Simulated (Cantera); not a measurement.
What does this Cantera script print?

```python
import numpy as np
import cantera as ct

gas_names = """
    C CH CH2 CH3 CH2OH CH3O CH4 CH3OH CN CO CO2 COOH C2 C2H CHCO,ketyl C2H2,acetylene C2H2,vinylidene
    CH2CO,ketene C2H3,vinyl CH3CN CH3CO,acetyl C2H4 C2H4O,ethylen CH3CHO,ethanal CH3COOH (HCOOH)2 C2H5
    C2H6 CH3OCH3 C2H5OH CCN CNC C2N2 C2O C3 C3H3,propargyl C3H4,allene C3H4,propyne C3H4,cyclo-
    C3H5,allyl C3H6,propylene C3H6,cyclo- C3H6O C3H7,n-propyl C3H7,i-propyl C3H8 C3H8O,1propanol
    C3H8O,2propanol C3O2 C4 C4H2 C4H4,1,3-cyclo- C4H6,butadiene C4H6,2-butyne C4H6,cyclo- C4H8,1-butene
    C4H8,cis2-buten C4H8,tr2-butene C4H8,isobutene C4H8,cyclo- (CH3COOH)2 C4H9,n-butyl C4H9,i-butyl
    C4H9,s-butyl C4H9,t-butyl C4H10,isobutane C4H10,n-butane C4N2 C5 C5H6,1,3cyclo- C5H8,cyclo-
    C5H10,1-pentene C5H10,cyclo- C5H11,pentyl C5H11,t-pentyl C5H12,n-pentane C5H12,i-pentane
    CH3C(CH3)2CH3 C6H2 C6H5,phenyl C6H5O,phenoxy C6H6 C6H5OH,phenol C6H10,cyclo- C6H12,1-hexene
    C6H12,cyclo- C6H13,n-hexyl C7H7,benzyl C7H8 C7H8O,cresol C7H14,1-heptene C7H15,n-heptyl
    C7H16,n-heptane C8H8,styrene C8H10,ethylbenz C8H16,1-octene C8H17,n-octyl C8H18,isooctane
    C8H18,n-octane C9H19,n-nonyl C10H8,naphthale C10H21,n-decyl C12H9,o-bipheny C12H10,bipheny H HCN HCO
    HCCN HNC HNCO HNO HNO2 HNO3 HO2 H2 HCHO,formaldehy HCOOH H2O H2O2 N NCO NH NH2 NH3 NH2OH NO NO2 NO3
    N2 N2H2 N2H4 N2O O OH O2 O3 Si SiC SiC2 SiC4H12 SiH SiH2 SiH3 SiH4 SiN SiO SiO2 Si2 Si2C Si2N Si3
""".split()
cond_names = """
    C(gr) C6H6(L) C7H8(L) C8H18(L),n-octa H2O(s) H2O(L) Si(cr) Si(L) SiC(b) SiO2(Lqz) SiO2(hqz) SiO2(L)
    Si2N2O(s) Si3N4(a)
""".split()


def load(file, names, dense=False):
    # The tables refer to 1 bar. Condensed volumes are neglected.
    table = {s.name: s for s in ct.Species.list_from_file(file)}
    out = []
    for n in names:
        d = dict(table[n].input_data)
        d["thermo"] = dict(d["thermo"], **{"reference-pressure": 1e5})
        if dense:
            d["equation-of-state"] = {"model": "constant-volume", "density": "1e6 g/cm^3"}
        out.append(ct.Species.from_dict(d))
    return out


gas = ct.Solution(thermo="ideal-gas", species=load("nasa_gas.yaml", gas_names))
cond = {s.name: ct.Solution(thermo="fixed-stoichiometry", species=[s], name=s.name)
        for s in load("nasa_condensed.yaml", cond_names, dense=True)}
atoms = {
    'SiC': {'Si': 1, 'C': 1},
    'N2O': {'N': 2, 'O': 1},
    'H2': {'H': 2},
}
top_T = {'C(gr)': 4500, 'SiC(b)': 3050, 'Si2N2O(s)': 2100, 'Si3N4(a)': 2400}  # K; cautious upper limits of use, not melting points


def equilibrate(T, P, feed):
    n = {}
    for name, mol in feed.items():
        for a, k in atoms[name].items():
            n[a] = n.get(a, 0.0) + k * mol
    gas.TPX = T, P, n
    mass = sum(n.values()) * gas.mean_molecular_weight
    gas.equilibrate("TP")
    valid = [c for c in cond.values() if c.min_temp <= T <= top_T.get(c.name, c.max_temp)]
    mix = ct.Mixture([(gas, mass / gas.mean_molecular_weight)] + [(c, 0.0) for c in valid])
    mix.T, mix.P = T, P
    mix.equilibrate("TP", solver="vcs", rtol=1e-11, max_steps=5000)
    return mix


results = []
feed = {'SiC': 1, 'N2O': 0.31, 'H2': 3.4}  # mol
T = 1248.15  # K
P = 0.51  # Pa
mix = equilibrate(T, P, feed)
results.append((T, P, feed, dict(zip(mix.species_names, mix.species_moles))))
print(gas.report(threshold=1e-05))
for i in range(1, mix.n_phases):
    print(f"{mix.phase(i).name:16s} {mix.phase_moles(i):12.5e} mol")
```

Result:

```
       temperature   1248.2 K
          pressure   0.51 Pa
           density   2.4274e-07 kg/m^3
  mean mol. weight   4.9393 kg/kmol
   phase of matter   gas

                          1 kg             1 kmol
                     ---------------   ---------------
          enthalpy        4.5395e+06        2.2422e+07  J
   internal energy        2.4385e+06        1.2044e+07  J
           entropy             57769        2.8534e+05  J/K
    Gibbs function       -6.7565e+07       -3.3372e+08  J
 heat capacity c_p            6399.8             31610  J/K
 heat capacity c_v            4716.5             23296  J/K

                      mass frac. Y      mole frac. X     chem. pot. / RT
                     ---------------   ---------------   ---------------
                CO           0.30211          0.053274           -51.981
                 H        3.9889e-05        0.00019546           -15.194
                H2           0.36275           0.88874           -30.388
                N2           0.31494          0.055529           -40.543
               SiO          0.020141         0.0022566           -56.019
     [ +146 minor]        1.7667e-05        3.2398e-06

C(gr)             0.00000e+00 mol
Si(cr)            0.00000e+00 mol
SiC(b)            7.96203e-01 mol
SiO2(hqz)         0.00000e+00 mol
Si2N2O(s)         9.75826e-02 mol
Si3N4(a)          0.00000e+00 mol
```

Method: chemical equilibrium by Gibbs-energy minimisation in Cantera with the NASA 1993 tables (ideal gas, pure condensed phases). Mutual solubility and eutectic melting of coexisting phases are not modelled.
